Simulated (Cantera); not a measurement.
**Pyrogenic steam for wet oxidation**

An isothermal, constant-pressure homogeneous reactor starts with 8.68 % H2, 4.57 % O2, 86.8 % N2, equivalence ratio 0.95, at 1050 K and 100000 Pa.

Cantera simulation using GRI-Mech 3.0 (53 species, 325 reactions); the numbers are that mechanism's predictions, not measurements. The temperature is held fixed by assumption; the heat of reaction is taken as removed at once.

```tsv
t (s)	x H2	x O2	x NO2	x HO2	x H2O
0.000400	0.0851	0.0449	<1e-12	2.64e-5	0.00137
0.00138	0.00275	0.00380	4.35e-10	4.05e-6	0.0875
0.00476	0.000572	0.00267	3.30e-9	2.41e-6	0.0901
0.0164	0.000155	0.00246	2.59e-8	1.45e-6	0.0905
0.0566	6.09e-5	0.00242	1.43e-7	7.61e-7	0.0906
0.195	2.51e-5	0.00240	3.03e-7	3.43e-7	0.0907
0.673	5.22e-6	0.00239	4.06e-7	7.85e-8	0.0907
2.32	3.57e-7	0.00239	3.18e-7	6.87e-9	0.0907
8.00	2.33e-8	0.00239	1.65e-7	1.00e-9	0.0907
```
x: mole fraction; the columns are a selection and need not sum to one.

Equilibrium at this temperature and pressure: H2 6.76e-10, O2 0.00238, NO2 2.49e-8, HO2 6.61e-11, H2O 0.0907 (gas phase only).
